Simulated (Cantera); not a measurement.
## Transport properties of process gases

Gas mixture: CO₂ : CO = 0.8 : 0.28 (molar parts), at 143 Torr, frozen composition.

Cantera's kinetic-theory transport with the Lennard-Jones parameters of GRI-Mech 3.0, ideal gas; thermal conductivity in the multicomponent form.

| T (K) | ρ (kg/m³) | cp (J/kg/K) | μ (µPa s) | λ (mW/m/K) | Pr | D (cm²/s) NH₃ | D (cm²/s) CH₃ | D (cm²/s) NO |
|---|---|---|---|---|---|---|---|---|
| 400 | 0.228 | 958.1 | 20.3 | 26.9 | 0.723 | 1.60 | 1.66 | 1.48 |
| 650 | 0.140 | 1102 | 30.0 | 45.4 | 0.729 | 4.03 | 3.93 | 3.44 |
| 900 | 0.101 | 1196 | 38.1 | 62.5 | 0.730 | 7.28 | 6.88 | 5.99 |
| 1150 | 0.0792 | 1259 | 45.3 | 78.1 | 0.730 | 11.2 | 10.4 | 9.05 |
| 1400 | 0.0651 | 1301 | 51.8 | 92.4 | 0.729 | 15.8 | 14.5 | 12.6 |
| 1650 | 0.0552 | 1331 | 57.8 | 106 | 0.728 | 20.9 | 19.1 | 16.5 |
| 1900 | 0.0479 | 1351 | 63.4 | 118 | 0.727 | 26.6 | 24.1 | 20.9 |
| 2150 | 0.0424 | 1366 | 68.8 | 129 | 0.727 | 32.8 | 29.7 | 25.7 |
| 2400 | 0.0380 | 1377 | 73.9 | 140 | 0.726 | 39.4 | 35.6 | 30.8 |
D: mixture-averaged diffusion coefficient of that species in the mixture.
